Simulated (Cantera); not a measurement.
A freely propagating, adiabatic, planar premixed flame of H2 : O2 : N2 = 1 : 0.769 : 2.38 (molar parts), equivalence ratio 0.65, unburnt at 375 K and 1.01 bar; mixture-averaged transport, grid criteria slope 0.08 and curve 0.16, no radiation.

Computed with Cantera and the H2/O2 subset of GRI-Mech 3.0, which has no nitrogen chemistry. Burning velocities carry a grid error of a few per cent, more on coarse grids. Lean hydrogen flames are cellular in practice and burn faster than this planar one.

**Question.** What does this change do: inlet temperature 375 to 350 K?

**Answer.** 
```json
[
 {"quantity": "laminar burning velocity", "before": "229 cm/s", "after": "200 cm/s"},
 {"quantity": "thermal thickness", "before": "0.334 mm", "after": "0.326 mm"},
 {"quantity": "peak x(H)", "before": "0.0214", "after": "0.0201"},
 {"quantity": "peak x(O)", "before": "0.0118", "after": "0.0112"},
 {"quantity": "peak x(HO2)", "before": "0.000477", "after": "0.000486"}
]
```

**Question.** What does this change do: inlet temperature 375 to 398 K?

**Answer.** 
```json
[
 {"quantity": "laminar burning velocity", "before": "229 cm/s", "after": "257 cm/s"},
 {"quantity": "thermal thickness", "before": "0.334 mm", "after": "0.341 mm"},
 {"quantity": "peak x(H)", "before": "0.0214", "after": "0.0227"},
 {"quantity": "peak x(O)", "before": "0.0118", "after": "0.0123"},
 {"quantity": "peak x(HO2)", "before": "0.000477", "after": "0.000469"}
]
```
